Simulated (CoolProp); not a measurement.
Vapour-liquid equilibrium of n-pentane (1) + toluene (2) at 365.9 K; x and y are mole fractions of (1).

Computed with CoolProp (multi-fluid Helmholtz-energy mixture model, Thol 2019 and Lemmon 2006; pair parameters Bell 2016).

Give the bubble pressure and the first vapour's composition at x = 0.2, 0.8, 0.95. Is there an azeotrope?

x = 0.2: 0.1715 MPa, y = 0.704; x = 0.8: 0.4166 MPa, y = 0.956; x = 0.95: 0.4796 MPa, y = 0.989. No azeotrope shows between x = 0.05 and 0.95.

Pair parameters are fitted to limited data, so mixtures are less certain than the pure fluids.
